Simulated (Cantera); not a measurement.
Cantera run:

```python
import numpy as np
import cantera as ct

gas_names = """
    C CH CH2 CH3 CH2OH CH3O CH4 CH3OH CN CO CO2 COOH C2 C2H CHCO,ketyl C2H2,acetylene C2H2,vinylidene
    CH2CO,ketene C2H3,vinyl CH3CN CH3CO,acetyl C2H4 C2H4O,ethylen CH3CHO,ethanal CH3COOH (HCOOH)2 C2H5
    C2H6 CH3OCH3 C2H5OH CCN CNC C2N2 C2O C3 C3H3,propargyl C3H4,allene C3H4,propyne C3H4,cyclo-
    C3H5,allyl C3H6,propylene C3H6,cyclo- C3H6O C3H7,n-propyl C3H7,i-propyl C3H8 C3H8O,1propanol
    C3H8O,2propanol C3O2 C4 C4H2 C4H4,1,3-cyclo- C4H6,butadiene C4H6,2-butyne C4H6,cyclo- C4H8,1-butene
    C4H8,cis2-buten C4H8,tr2-butene C4H8,isobutene C4H8,cyclo- (CH3COOH)2 C4H9,n-butyl C4H9,i-butyl
    C4H9,s-butyl C4H9,t-butyl C4H10,isobutane C4H10,n-butane C4N2 C5 C5H6,1,3cyclo- C5H8,cyclo-
    C5H10,1-pentene C5H10,cyclo- C5H11,pentyl C5H11,t-pentyl C5H12,n-pentane C5H12,i-pentane
    CH3C(CH3)2CH3 C6H2 C6H5,phenyl C6H5O,phenoxy C6H6 C6H5OH,phenol C6H10,cyclo- C6H12,1-hexene
    C6H12,cyclo- C6H13,n-hexyl C7H7,benzyl C7H8 C7H8O,cresol C7H14,1-heptene C7H15,n-heptyl
    C7H16,n-heptane C8H8,styrene C8H10,ethylbenz C8H16,1-octene C8H17,n-octyl C8H18,isooctane
    C8H18,n-octane C9H19,n-nonyl C10H8,naphthale C10H21,n-decyl C12H9,o-bipheny C12H10,bipheny H HCN HCO
    HCCN HNC HNCO HNO HNO2 HNO3 HO2 H2 HCHO,formaldehy HCOOH H2O H2O2 N NCO NH NH2 NH3 NH2OH NO NO2 NO3
    N2 N2H2 N2H4 N2O O OH O2 O3
""".split()
cond_names = """
    C(gr) C6H6(L) C7H8(L) C8H18(L),n-octa H2O(s) H2O(L)
""".split()


def load(file, names, dense=False):
    # The tables refer to 1 bar. Condensed volumes are neglected.
    table = {s.name: s for s in ct.Species.list_from_file(file)}
    out = []
    for n in names:
        d = dict(table[n].input_data)
        d["thermo"] = dict(d["thermo"], **{"reference-pressure": 1e5})
        if dense:
            d["equation-of-state"] = {"model": "constant-volume", "density": "1e6 g/cm^3"}
        out.append(ct.Species.from_dict(d))
    return out


gas = ct.Solution(thermo="ideal-gas", species=load("nasa_gas.yaml", gas_names))
cond = {s.name: ct.Solution(thermo="fixed-stoichiometry", species=[s], name=s.name)
        for s in load("nasa_condensed.yaml", cond_names, dense=True)}
atoms = {
    'C6H6': {'C': 6, 'H': 6},
    'H2O': {'H': 2, 'O': 1},
    'N2': {'N': 2},
    'H2': {'H': 2},
}
top_T = {'C(gr)': 4500}  # K; cautious upper limits of use, not melting points


def equilibrate(T, P, feed):
    n = {}
    for name, mol in feed.items():
        for a, k in atoms[name].items():
            n[a] = n.get(a, 0.0) + k * mol
    gas.TPX = T, P, n
    mass = sum(n.values()) * gas.mean_molecular_weight
    gas.equilibrate("TP")
    valid = [c for c in cond.values() if c.min_temp <= T <= top_T.get(c.name, c.max_temp)]
    mix = ct.Mixture([(gas, mass / gas.mean_molecular_weight)] + [(c, 0.0) for c in valid])
    mix.T, mix.P = T, P
    mix.equilibrate("TP", solver="gibbs", rtol=1e-10, max_steps=50000)
    return mix


results = []
P = 100000  # Pa
for T in [673, 748, 823, 898, 973, 1048, 1123, 1198, 1273, 1348, 1423, 1498, 1573, 1648]:
    for m in [0.85, 1.3, 1.8, 2.7, 3.9, 5.8, 8.4, 12, 18, 26, 39, 57, 83]:
        feed = {'C6H6': 1, 'H2O': 0.22, 'N2': 1.2, 'H2': m}  # mol
        mix = equilibrate(T, P, feed)
        results.append((T, P, feed, dict(zip(mix.species_names, mix.species_moles))))

for T, P, feed, n in results:
    print(f"{T:7g} {feed['H2']:10.4g}  " + (" + ".join(c for c in cond_names if n.get(c, 0) > 1e-12) or "gas only"))
```

It prints:

```
    673       0.85  C(gr)
    673        1.3  C(gr)
    673        1.8  C(gr)
    673        2.7  C(gr)
    673        3.9  C(gr)
    673        5.8  C(gr)
    673        8.4  C(gr)
    673         12  gas only
    673         18  gas only
    673         26  gas only
    673         39  gas only
    673         57  gas only
    673         83  gas only
    748       0.85  C(gr)
    748        1.3  C(gr)
    748        1.8  C(gr)
    748        2.7  C(gr)
    748        3.9  C(gr)
    748        5.8  C(gr)
    748        8.4  C(gr)
    748         12  C(gr)
    748         18  gas only
    748         26  gas only
    748         39  gas only
    748         57  gas only
    748         83  gas only
    823       0.85  C(gr)
    823        1.3  C(gr)
    823        1.8  C(gr)
    823        2.7  C(gr)
    823        3.9  C(gr)
    823        5.8  C(gr)
    823        8.4  C(gr)
    823         12  C(gr)
    823         18  C(gr)
    823         26  gas only
    823         39  gas only
    823         57  gas only
    823         83  gas only
    898       0.85  C(gr)
    898        1.3  C(gr)
    898        1.8  C(gr)
    898        2.7  C(gr)
    898        3.9  C(gr)
    898        5.8  C(gr)
    898        8.4  C(gr)
    898         12  C(gr)
    898         18  C(gr)
    898         26  C(gr)
    898         39  gas only
    898         57  gas only
    898         83  gas only
    973       0.85  C(gr)
    973        1.3  C(gr)
    973        1.8  C(gr)
    973        2.7  C(gr)
    973        3.9  C(gr)
    973        5.8  C(gr)
    973        8.4  C(gr)
    973         12  C(gr)
    973         18  C(gr)
    973         26  C(gr)
    973         39  C(gr)
    973         57  C(gr)
    973         83  gas only
   1048       0.85  C(gr)
   1048        1.3  C(gr)
   1048        1.8  C(gr)
   1048        2.7  C(gr)
   1048        3.9  C(gr)
   1048        5.8  C(gr)
   1048        8.4  C(gr)
   1048         12  C(gr)
   1048         18  C(gr)
   1048         26  C(gr)
   1048         39  C(gr)
   1048         57  C(gr)
   1048         83  C(gr)
   1123       0.85  C(gr)
   1123        1.3  C(gr)
   1123        1.8  C(gr)
   1123        2.7  C(gr)
   1123        3.9  C(gr)
   1123        5.8  C(gr)
   1123        8.4  C(gr)
   1123         12  C(gr)
   1123         18  C(gr)
   1123         26  C(gr)
   1123         39  C(gr)
   1123         57  C(gr)
   1123         83  C(gr)
   1198       0.85  C(gr)
   1198        1.3  C(gr)
   1198        1.8  C(gr)
   1198        2.7  C(gr)
   1198        3.9  C(gr)
   1198        5.8  C(gr)
   1198        8.4  C(gr)
   1198         12  C(gr)
   1198         18  C(gr)
   1198         26  C(gr)
   1198         39  C(gr)
   1198         57  C(gr)
   1198         83  C(gr)
   1273       0.85  C(gr)
   1273        1.3  C(gr)
   1273        1.8  C(gr)
   1273        2.7  C(gr)
   1273        3.9  C(gr)
   1273        5.8  C(gr)
   1273        8.4  C(gr)
   1273         12  C(gr)
   1273         18  C(gr)
   1273         26  C(gr)
   1273         39  C(gr)
   1273         57  C(gr)
   1273         83  C(gr)
   1348       0.85  C(gr)
   1348        1.3  C(gr)
   1348        1.8  C(gr)
   1348        2.7  C(gr)
   1348        3.9  C(gr)
   1348        5.8  C(gr)
   1348        8.4  C(gr)
   1348         12  C(gr)
   1348         18  C(gr)
   1348         26  C(gr)
   1348         39  C(gr)
   1348         57  C(gr)
   1348         83  C(gr)
   1423       0.85  C(gr)
   1423        1.3  C(gr)
   1423        1.8  C(gr)
   1423        2.7  C(gr)
   1423        3.9  C(gr)
   1423        5.8  C(gr)
   1423        8.4  C(gr)
   1423         12  C(gr)
   1423         18  C(gr)
   1423         26  C(gr)
   1423         39  C(gr)
   1423         57  C(gr)
   1423         83  C(gr)
   1498       0.85  C(gr)
   1498        1.3  C(gr)
   1498        1.8  C(gr)
   1498        2.7  C(gr)
   1498        3.9  C(gr)
   1498        5.8  C(gr)
   1498        8.4  C(gr)
   1498         12  C(gr)
   1498         18  C(gr)
   1498         26  C(gr)
   1498         39  C(gr)
   1498         57  C(gr)
   1498         83  C(gr)
   1573       0.85  C(gr)
   1573        1.3  C(gr)
   1573        1.8  C(gr)
   1573        2.7  C(gr)
   1573        3.9  C(gr)
   1573        5.8  C(gr)
   1573        8.4  C(gr)
   1573         12  C(gr)
   1573         18  C(gr)
   1573         26  C(gr)
   1573         39  C(gr)
   1573         57  C(gr)
   1573         83  C(gr)
   1648       0.85  C(gr)
   1648        1.3  C(gr)
   1648        1.8  C(gr)
   1648        2.7  C(gr)
   1648        3.9  C(gr)
   1648        5.8  C(gr)
   1648        8.4  C(gr)
   1648         12  C(gr)
   1648         18  C(gr)
   1648         26  C(gr)
   1648         39  C(gr)
   1648         57  C(gr)
   1648         83  C(gr)
```

Equilibrium computed with Cantera from the NASA thermochemical tables; the gas is ideal and each condensed phase is pure.
